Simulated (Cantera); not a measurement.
An adiabatic, constant-volume homogeneous reactor starts with CO : H₂ : CH₄ : O₂ : N₂ = 1 : 0.085 : 0.35 : 1.38 : 4.97 (molar parts), equivalence ratio 0.90, at 1425 K and 1800000 Pa.

Computed with Cantera and GRI-Mech 3.0 (53 species, 325 reactions). The pressure lies above the range GRI-Mech 3.0 was tuned for (to about 10 atm). Above 3000 K some thermodynamic fits are extrapolated.

One state of this run: T (K) = 3101; P (bar) = 37.9; x CO = 0.0539; x H₂ = 0.00509; x CH₄ = <1e-12; x HO₂ = 2.93e-5; x CH₂CO = <1e-12; x O = 0.00466. x: mole fraction; the columns are a selection and need not sum to one.

Problem. Which value of t (s) does it belong to?
(A) 0.000277
(B) 7.00e-6
(C) 6.37e-5
(D) 1.46e-5

Solution. A, 0.000277
